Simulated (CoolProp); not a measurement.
Properties of hexamethyldisiloxane (MM) along the isobar 2.32 MPa.

The numbers come from the reference Helmholtz-energy equation of state, Thol 2016 in CoolProp.

```
T (°C)          phase  cv (kJ/(kg K))  expansivity (1/kK)
------  -------------  --------------  ------------------
89.85          liquid           1.704               1.625
109.65         liquid           1.754               1.758
129.35         liquid           1.804               1.930
149.15         liquid           1.853               2.160
168.95         liquid           1.902               2.486
188.65         liquid           1.950               2.978
208.45         liquid           2.001               3.839
228.25         liquid           2.055               5.801
248.05  supercritical           2.127               16.45
267.75  supercritical           2.158               23.39
287.55  supercritical           2.161               9.543
307.35  supercritical           2.186               6.328
327.05  supercritical           2.216               4.859
346.85  supercritical           2.249               3.995
```
